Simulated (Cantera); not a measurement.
**Equilibrium for chlorosilane synthesis and conversion: SiCl₄ + HCl + H₂**

Feed: 1 mol SiCl₄, 0.62 mol HCl, 0.3 mol H₂, equilibrated at 1.00 bar.

Method: chemical equilibrium by Gibbs-energy minimisation in Cantera with the NASA 1993 tables (ideal gas, pure condensed phases). Candidate condensed phases: Si; 19 gas species. The tables' values for SiCl₃ are old estimates; treat these amounts as uncertain. The numbers say what is thermodynamically allowed, not how fast it happens.

From 598 K to 1198 K nothing is condensed. The main Si-bearing gas is SiCl₄ throughout.

```
T (K)  x SiCl₄  x HCl   x H₂  x SiHCl₃   x SiCl₃   x SiCl₂  x SiH₂Cl₂
-----  -------  -----  -----  --------  --------  --------  ---------
598      0.521  0.323  0.156   6.61e-6  4.94e-11    <1e-12   4.18e-12
698      0.521  0.323  0.156   4.97e-5   8.22e-9    <1e-12   3.11e-10
798      0.521  0.323  0.156  0.000221   3.73e-7  3.02e-11    7.58e-9
898      0.520  0.324  0.156  0.000696   7.11e-6   4.70e-9    8.80e-8
998      0.519  0.325  0.154   0.00171   7.38e-5   2.58e-7    6.08e-7
1098     0.517  0.327  0.152   0.00351  0.000491   6.57e-6    2.85e-6
1198     0.512  0.331  0.149   0.00617   0.00232   9.29e-5    9.74e-6
```
x: gas mole fraction; nothing condenses.
